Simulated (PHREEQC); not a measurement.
Dissolve 0.049 mol/kgw CsCl, 0.0016 mol/kgw Ca(HCO3)2 and 0.00047 mol/kgw HBF4 at 20 °C. Closed to the air; pH follows from the charge balance.

Model: ion-association model, wateq4f.dat, run in PHREEQC.

This is a speciation only: nothing precipitates in the calculation.

Task: Predict the pH.

Result: pH 6.14.

Task: In which forms is C present?

Result: CO2 59 %, HCO3- 41 % of the C.

Saturation is exceeded, for instance for Fluorite; the values hold only as long as no solid forms. Species that the database lacks are ignored. Real BF4- forms and hydrolyses slowly; the run takes it at equilibrium.
